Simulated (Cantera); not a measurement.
Feed: 1 mol Zr, 6.7 mol NH₃, 3.3 mol N₂, equilibrated at 1698 K and 3.80e-6 bar.

Method: chemical equilibrium by Gibbs-energy minimisation in Cantera with the NASA 1993 tables (ideal gas, pure condensed phases). Candidate condensed phases: Zr, ZrN; 11 gas species. ZrN: taken at fixed stoichiometry. The numbers say what is thermodynamically allowed, not how fast it happens.

Base state: H₂ 0.575, N₂ 0.369, H 0.0562 (mole fractions); condensed: ZrN(s).

Problem. What changes in the equilibrium state with this change: pressure from 3.80e-6 bar to 0.0100 bar?

Solution. 
```
species      before    after
-----------  ------  -------
H₂            0.575    0.619
N₂            0.369    0.379
H            0.0562  0.00114
ZrN(s), mol    1.00     1.00
```
